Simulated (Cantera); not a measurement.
Input (Python, Cantera) and output of one run.

```python
import numpy as np
import cantera as ct

gas_names = """
    C CH CH2 CH3 CH4 CN C2 C2H C2H2,acetylene C2H2,vinylidene C2H3,vinyl CH3CN C2H4 C2H5 C2H6 CCN CNC
    C2N2 C3 C3H3,propargyl C3H4,allene C3H4,propyne C3H4,cyclo- C3H5,allyl C3H6,propylene C3H6,cyclo-
    C3H7,n-propyl C3H7,i-propyl C3H8 C4 C4H2 C4H4,1,3-cyclo- C4H6,butadiene C4H6,2-butyne C4H6,cyclo-
    C4H8,1-butene C4H8,cis2-buten C4H8,tr2-butene C4H8,isobutene C4H8,cyclo- C4H9,n-butyl C4H9,i-butyl
    C4H9,s-butyl C4H9,t-butyl C4H10,isobutane C4H10,n-butane C4N2 C5 C5H6,1,3cyclo- C5H8,cyclo-
    C5H10,1-pentene C5H10,cyclo- C5H11,pentyl C5H11,t-pentyl C5H12,n-pentane C5H12,i-pentane
    CH3C(CH3)2CH3 C6H2 C6H5,phenyl C6H6 C6H10,cyclo- C6H12,1-hexene C6H12,cyclo- C6H13,n-hexyl
    C7H7,benzyl C7H8 C7H14,1-heptene C7H15,n-heptyl C7H16,n-heptane C8H8,styrene C8H10,ethylbenz
    C8H16,1-octene C8H17,n-octyl C8H18,isooctane C8H18,n-octane C9H19,n-nonyl C10H8,naphthale
    C10H21,n-decyl C12H9,o-bipheny C12H10,bipheny H HCN HCCN HNC H2 N NH NH2 NH3 N2 N2H2 N2H4
""".split()
cond_names = """
    C(gr) C6H6(L) C7H8(L) C8H18(L),n-octa
""".split()


def load(file, names, dense=False):
    # The tables refer to 1 bar. Condensed volumes are neglected.
    table = {s.name: s for s in ct.Species.list_from_file(file)}
    out = []
    for n in names:
        d = dict(table[n].input_data)
        d["thermo"] = dict(d["thermo"], **{"reference-pressure": 1e5})
        if dense:
            d["equation-of-state"] = {"model": "constant-volume", "density": "1e6 g/cm^3"}
        out.append(ct.Species.from_dict(d))
    return out


gas = ct.Solution(thermo="ideal-gas", species=load("nasa_gas.yaml", gas_names))
cond = {s.name: ct.Solution(thermo="fixed-stoichiometry", species=[s], name=s.name)
        for s in load("nasa_condensed.yaml", cond_names, dense=True)}
atoms = {
    'C3H6': {'C': 3, 'H': 6},
    'NH3': {'N': 1, 'H': 3},
}
top_T = {'C(gr)': 4500}  # K; cautious upper limits of use, not melting points


def equilibrate(T, P, feed):
    n = {}
    for name, mol in feed.items():
        for a, k in atoms[name].items():
            n[a] = n.get(a, 0.0) + k * mol
    gas.TPX = T, P, n
    mass = sum(n.values()) * gas.mean_molecular_weight
    gas.equilibrate("TP")
    valid = [c for c in cond.values() if c.min_temp <= T <= top_T.get(c.name, c.max_temp)]
    mix = ct.Mixture([(gas, mass / gas.mean_molecular_weight)] + [(c, 0.0) for c in valid])
    mix.T, mix.P = T, P
    mix.equilibrate("TP", solver="vcs", rtol=1e-11, max_steps=5000)
    return mix


results = []
feed = {'C3H6': 1, 'NH3': 0.035}  # mol
T = 1750  # K
P = 8800000  # Pa
mix = equilibrate(T, P, feed)
results.append((T, P, feed, dict(zip(mix.species_names, mix.species_moles))))
x = sorted(zip(gas.X, gas.species_names), reverse=True)
print(f"T = {T:g} K  P = {P:g} Pa  gas = {mix.phase_moles(0):.4g} mol")
print("   x: " + "  ".join(f"{s} {v:.3e}" for v, s in x if v > 0.0001))
print("   condensed (mol): " + ("  ".join(f"{mix.phase(i).name} {mix.phase_moles(i):.4g}"
      for i in range(1, mix.n_phases) if mix.phase_moles(i) > 1e-12) or "none"))
```

It prints:

```
T = 1750 K  P = 8.8e+06 Pa  gas = 2.871 mol
   x: H2 9.244e-01  CH4 6.868e-02  N2 5.813e-03  HCN 3.502e-04  C2H4 2.887e-04  NH3 1.937e-04  C2H2,acetylene 1.062e-04
   condensed (mol): C(gr) 2.799
```

Method: chemical equilibrium by Gibbs-energy minimisation in Cantera with the NASA 1993 tables (ideal gas, pure condensed phases). The ideal-gas law is rough above about 30 bar.
